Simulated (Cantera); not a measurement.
An isothermal, constant-pressure homogeneous reactor starts with 1.86 % CH4, 98.1 % H2, at 1700 K and 9.75 Torr.

Detailed kinetics in Cantera: GRI-Mech 3.0 (53 species, 325 reactions). GRI-Mech 3.0 stops at C3 and has no aromatics, soot or wall deposition, so with more carbon than oxygen in the feed, carbon stays in small species such as C2H2 where larger ones or solid carbon would form. Radical loss at walls, strong at low pressure, is not modelled.

Problem. Predict: x(CH4) at 20.0 s; x(H2) at 20.0 s; x(C2H) at 20.0 s; x(H) at 20.0 s; x(C2H2) at 20.0 s; x(CH2) at 20.0 s.

Solution. 
```
Quantity                                               Value
-----------------  -----------------------------------------
x(CH4) at 20.0 s   0.000840 (gas-phase equilibrium 0.000154)
x(H2) at 20.0 s          0.989 (gas-phase equilibrium 0.989)
x(C2H) at 20.0 s     6.31e-8 (gas-phase equilibrium 6.62e-8)
x(H) at 20.0 s       0.00128 (gas-phase equilibrium 0.00129)
x(C2H2) at 20.0 s    0.00872 (gas-phase equilibrium 0.00906)
x(CH2) at 20.0 s     2.94e-8 (gas-phase equilibrium 5.53e-9)
```
